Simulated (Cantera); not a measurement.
Input (Python, Cantera) and output of one run.

```python
import numpy as np
import cantera as ct

gas_names = """
    Br Br2 H HBr H2 Si SiBr SiBr2 SiBr3 SiBr4 SiH SiHBr3 SiH2 SiH2Br2 SiH3 SiH3Br SiH4 Si2 Si3
""".split()
cond_names = """
    Br2(cr) Br2(L) Si(cr) Si(L)
""".split()


# ... load() reads the species with a 1 bar reference pressure and builds the phases ...
atoms = {
    'Si': {'Si': 1},
    'Br2': {'Br': 2},
    'H2': {'H': 2},
}
top_T = {}  # K; cautious upper limits of use, not melting points


# ... equilibrate(T, P, feed) seeds the gas with the atoms and calls Mixture.equilibrate('TP', solver="vcs", rtol=1e-11, max_steps=5000) ...
results = []
feed = {'Si': 1, 'Br2': 1.2, 'H2': 77}  # mol
P = 29000  # Pa
for T in [1223, 1273, 1323, 1373, 1423, 1473, 1523, 1573, 1623, 1673, 1723]:
    mix = equilibrate(T, P, feed)
    results.append((T, P, feed, dict(zip(mix.species_names, mix.species_moles))))

top = {s: max(r[3][s] / sum(r[3][g] for g in gas_names) for r in results) for s in gas_names}
cols = sorted((s for s in top if top[s] > 1e-05), key=lambda s: -top[s])[:7]
seen = [c for c in cond_names if any(r[3].get(c, 0) > 1e-12 for r in results)]
print("log10 of partial pressures in bar; condensed amounts in mol")
print(f"{'T/K':>10s}" + "".join(f"{s[:9]:>10s}" for s in cols + seen))
for T, P, feed, n in results:
    ng = sum(n[g] for g in gas_names)
    print(f"{T:10.4g}" + "".join(f"{np.log10(max(n[s] / ng * P / 1e5, 1e-99)):10.3f}" for s in cols)
          + "".join(f"{n.get(c, 0):10.4g}" for c in seen))
```

Result:

```
log10 of partial pressures in bar; condensed amounts in mol
       T/K        H2       HBr     SiBr2        Br         H     SiBr4    SiHBr3    Si(cr)     Si(L)
      1223    -0.550    -2.112    -3.441    -5.800    -6.797    -4.215    -4.383    0.8656         0
      1273    -0.550    -2.104    -3.392    -5.535    -6.422    -4.611    -4.672    0.8716         0
      1323    -0.550    -2.103    -3.357    -5.295    -6.075    -4.998    -4.954    0.8709         0
      1373    -0.550    -2.103    -3.330    -5.075    -5.753    -5.366    -5.223    0.8674         0
      1423    -0.550    -2.105    -3.307    -4.872    -5.453    -5.712    -5.475    0.8629         0
      1473    -0.550    -2.107    -3.288    -4.682    -5.173    -6.037    -5.713     0.858         0
      1523    -0.550    -2.109    -3.271    -4.505    -4.911    -6.342    -5.935    0.8531         0
      1573    -0.550    -2.112    -3.256    -4.340    -4.666    -6.628    -6.144    0.8483         0
      1623    -0.550    -2.115    -3.244    -4.185    -4.436    -6.898    -6.342    0.8437         0
      1673    -0.550    -2.118    -3.233    -4.039    -4.219    -7.154    -6.528    0.8392         0
      1723    -0.550    -2.118    -3.247    -3.899    -4.014    -7.412    -6.725         0     0.843
```

These are equilibrium values from Cantera (NASA tables, ideal gas, pure condensed phases), not measurements of a reactor. The tables' values for SiBr3, SiBr are old estimates; treat these amounts as uncertain. Gases not in the tables: Si2H6 and higher silanes.
